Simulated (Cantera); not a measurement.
# Adiabatic ignition

An adiabatic, constant-volume homogeneous reactor starts with CH4 : O2 : N2 = 1 : 0.87 : 8.7 (molar parts), equivalence ratio 2.3, at 1700 K and 750 Torr.

Detailed kinetics in Cantera: GRI-Mech 3.0 (53 species, 325 reactions).

| t (s) | T (K) | P (bar) | x CH4 | x O2 | x CH3 | x HCO | x O |
|---|---|---|---|---|---|---|---|
| 3.00e-6 | 1700 | 1.000 | 0.0946 | 0.0823 | 7.25e-6 | 2.53e-12 | 5.26e-8 |
| 1.11e-5 | 1700 | 1.000 | 0.0946 | 0.0823 | 2.97e-5 | 5.41e-11 | 7.13e-8 |
| 4.13e-5 | 1699 | 1.000 | 0.0945 | 0.0823 | 0.000128 | 1.73e-9 | 1.58e-7 |
| 0.000153 | 1700 | 1.00 | 0.0934 | 0.0818 | 0.000573 | 9.12e-8 | 6.77e-7 |
| 0.000569 | 2368 | 1.52 | 0.000955 | 3.70e-5 | 0.000583 | 9.98e-7 | 6.59e-6 |
| 0.00211 | 2361 | 1.54 | 1.45e-5 | 9.64e-7 | 7.16e-6 | 7.25e-8 | 4.67e-6 |
| 0.00783 | 2358 | 1.54 | 4.64e-11 | 1.33e-6 | 2.69e-11 | 7.59e-8 | 6.46e-6 |
| 0.0291 | 2359 | 1.54 | 2.91e-11 | 1.35e-6 | 1.70e-11 | 7.60e-8 | 6.54e-6 |
| 0.108 | 2359 | 1.54 | 2.81e-11 | 1.35e-6 | 1.64e-11 | 7.61e-8 | 6.55e-6 |
| 0.400 | 2359 | 1.54 | 2.81e-11 | 1.35e-6 | 1.64e-11 | 7.61e-8 | 6.55e-6 |
x: mole fraction; the columns are a selection and need not sum to one.

```json
{
 "time_of_steepest_temperature_rise": "0.521 ms",
 "temperature at 0.400 s": "2359 K",
 "equilibrium_temperature": "2359 K",
 "x(CH4) at 0.400 s": "2.81e-11 (gas-phase equilibrium 3.16e-11)",
 "x(O2) at 0.400 s": "1.35e-6 (gas-phase equilibrium 1.35e-6)",
 "x(CH3) at 0.400 s": "1.64e-11 (gas-phase equilibrium 1.84e-11)"
}
```
